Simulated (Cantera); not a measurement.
## Al(CH3)3 + N2O + H2 (aluminium nitride and oxide growth)

Feed: 1 mol Al(CH3)3, 28 mol N2O, 1.1 mol H2, held at 1.20 mbar.

These are equilibrium values from Cantera (NASA tables, ideal gas, pure condensed phases), not measurements of a reactor. Candidate condensed phases: Al, AlN, Al2O3, C, C6H6, C7H8, C8H18, H2O; 148 gas species. The feed counts by its element totals alone. Equilibrium is a limit: real reactors are often held back by kinetics, nucleation or transport.

From 1275 K to 1875 K the condensed part is Al2O3(s).

```csv
T (K),x N2,x O2,x H2O,x CO2,x OH,x NO,x O,x CO,n Al2O3(s)
1275,0.635,0.169,0.127,0.0681,4.48e-5,0.000270,1.33e-6,4.39e-7,0.500
1325,0.635,0.169,0.127,0.0681,8.00e-5,0.000374,3.27e-6,1.20e-6,0.500
1375,0.635,0.169,0.127,0.0681,0.000137,0.000506,7.55e-6,3.03e-6,0.500
1425,0.635,0.169,0.127,0.0681,0.000226,0.000669,1.65e-5,7.17e-6,0.500
1475,0.635,0.169,0.127,0.0681,0.000359,0.000869,3.40e-5,1.60e-5,0.500
1525,0.635,0.168,0.127,0.0681,0.000555,0.00111,6.71e-5,3.39e-5,0.500
1575,0.635,0.168,0.127,0.0680,0.000833,0.00139,0.000127,6.83e-5,0.500
1625,0.634,0.168,0.126,0.0679,0.00122,0.00173,0.000230,0.000132,0.500
1675,0.634,0.167,0.126,0.0678,0.00174,0.00211,0.000404,0.000244,0.500
1725,0.634,0.167,0.125,0.0676,0.00244,0.00255,0.000685,0.000437,0.500
1775,0.633,0.166,0.125,0.0672,0.00335,0.00304,0.00113,0.000753,0.500
1825,0.632,0.166,0.124,0.0666,0.00451,0.00360,0.00181,0.00125,0.500
1875,0.630,0.165,0.122,0.0658,0.00596,0.00421,0.00282,0.00203,0.500
```
x: gas mole fraction; n: condensed amount in mol.
